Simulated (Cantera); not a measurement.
Input (Python, Cantera) and output of one run.

```python
import numpy as np
import cantera as ct

gas_names = """
    CL CL2 H HCL H2 Si SiCL SiCL2 SiCL3 SiCL4 SiH SiHCL3 SiH2 SiH2CL2 SiH3 SiH3CL SiH4 Si2 Si3
""".split()
cond_names = """
    Si(cr) Si(L)
""".split()


# ... load() reads the species with a 1 bar reference pressure and builds the phases ...
atoms = {
    'SiH2Cl2': {'Si': 1, 'H': 2, 'CL': 2},
    'Cl2': {'CL': 2},
    'H2': {'H': 2},
}
top_T = {}  # K; cautious upper limits of use, not melting points


# ... equilibrate(T, P, feed) seeds the gas with the atoms and calls Mixture.equilibrate('TP', solver="vcs", rtol=1e-11, max_steps=5000) ...
results = []
feed = {'SiH2Cl2': 1, 'Cl2': 0.1, 'H2': 280}  # mol
T = 1625  # K
P = 5100  # Pa
mix = equilibrate(T, P, feed)
results.append((T, P, feed, dict(zip(mix.species_names, mix.species_moles))))
x = sorted(zip(gas.X, gas.species_names), reverse=True)
print(f"T = {T:g} K  P = {P:g} Pa  gas = {mix.phase_moles(0):.4g} mol")
print("   x: " + "  ".join(f"{s} {v:.3e}" for v, s in x if v > 1e-06))
print("   condensed (mol): " + ("  ".join(f"{mix.phase(i).name} {mix.phase_moles(i):.4g}"
      for i in range(1, mix.n_phases) if mix.phase_moles(i) > 1e-12) or "none"))
```

Output:

```
T = 1625 K  P = 5100 Pa  gas = 282.1 mol
   x: H2 9.921e-01  HCL 7.405e-03  H 3.112e-04  SiCL2 1.936e-04  SiH2 6.559e-06  Si 3.194e-06  CL 1.829e-06  SiCL 1.464e-06  SiH 1.431e-06
   condensed (mol): Si(cr) 0.9416
```

These are equilibrium values from Cantera (NASA tables, ideal gas, pure condensed phases), not measurements of a reactor.
